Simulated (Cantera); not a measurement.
What does this Cantera script print?

```python
import numpy as np
import cantera as ct

gas_names = """
    Cr CrN CrO CrO2 CrO3 N NO NO2 NO3 N2 N2O O O2 O3
""".split()
cond_names = """
    Cr(cr) Cr(L) CrN(s) Cr2N(s) Cr2O3(s) Cr2O3(L)
""".split()


# ... load() reads the species with a 1 bar reference pressure and builds the phases ...
atoms = {
    'Cr': {'Cr': 1},
    'O2': {'O': 2},
    'N2': {'N': 2},
}
top_T = {'CrN(s)': 1900, 'Cr2N(s)': 1900}  # K; cautious upper limits of use, not melting points


# ... equilibrate(T, P, feed) seeds the gas with the atoms and calls Mixture.equilibrate('TP', solver="vcs", rtol=1e-11, max_steps=5000) ...
results = []
feed = {'Cr': 1, 'O2': 0.31, 'N2': 50}  # mol
P = 0.99  # Pa
for T in [1350, 1500, 1650, 1800, 1950, 2100, 2250, 2400, 2550, 2700]:
    mix = equilibrate(T, P, feed)
    results.append((T, P, feed, dict(zip(mix.species_names, mix.species_moles))))
    x = sorted(zip(gas.X, gas.species_names), reverse=True)
    print(f"T = {T:g} K  P = {P:g} Pa  gas = {mix.phase_moles(0):.4g} mol")
    print("   x: " + "  ".join(f"{s} {v:.3e}" for v, s in x if v > 0.0001))
    print("   condensed (mol): " + ("  ".join(f"{mix.phase(i).name} {mix.phase_moles(i):.4g}"
          for i in range(1, mix.n_phases) if mix.phase_moles(i) > 1e-12) or "none"))
```

Output:

```
T = 1350 K  P = 0.99 Pa  gas = 50.09 mol
   x: N2 9.982e-01  Cr 1.817e-03
   condensed (mol): Cr(cr) 0.4956  Cr2O3(s) 0.2067
T = 1500 K  P = 0.99 Pa  gas = 50.59 mol
   x: N2 9.884e-01  Cr 1.159e-02
   condensed (mol): Cr2O3(s) 0.2064
T = 1650 K  P = 0.99 Pa  gas = 50.6 mol
   x: N2 9.882e-01  Cr 1.151e-02  CrO 2.729e-04
   condensed (mol): Cr2O3(s) 0.2018
T = 1800 K  P = 0.99 Pa  gas = 50.8 mol
   x: N2 9.842e-01  Cr 1.113e-02  CrO 3.371e-03  CrO2 7.549e-04  O 3.825e-04  NO 1.002e-04
   condensed (mol): Cr2O3(s) 0.1125
T = 1950 K  P = 0.99 Pa  gas = 51.27 mol
   x: N2 9.750e-01  Cr 1.447e-02  CrO 4.303e-03  O 4.165e-03  O2 8.430e-04  CrO2 7.346e-04  NO 4.688e-04
   condensed (mol): none
T = 2100 K  P = 0.99 Pa  gas = 51.5 mol
   x: N2 9.706e-01  Cr 1.789e-02  O 9.107e-03  CrO 1.472e-03  NO 4.967e-04  O2 4.248e-04
   condensed (mol): none
T = 2250 K  P = 0.99 Pa  gas = 51.59 mol
   x: N2 9.690e-01  Cr 1.906e-02  O 1.119e-02  NO 3.257e-04  CrO 3.199e-04
   condensed (mol): none
T = 2400 K  P = 0.99 Pa  gas = 51.61 mol
   x: N2 9.687e-01  Cr 1.931e-02  O 1.171e-02  NO 1.968e-04
   condensed (mol): none
T = 2550 K  P = 0.99 Pa  gas = 51.62 mol
   x: N2 9.685e-01  Cr 1.935e-02  O 1.186e-02  N 1.440e-04  NO 1.226e-04
   condensed (mol): none
T = 2700 K  P = 0.99 Pa  gas = 51.63 mol
   x: N2 9.681e-01  Cr 1.936e-02  O 1.192e-02  N 5.084e-04
   condensed (mol): none
```

Cantera equilibrium calculation (NASA polynomials, part measured and part estimated; ideal gas, pure solids and liquids). Mutual solubility and eutectic melting of coexisting phases are not modelled.
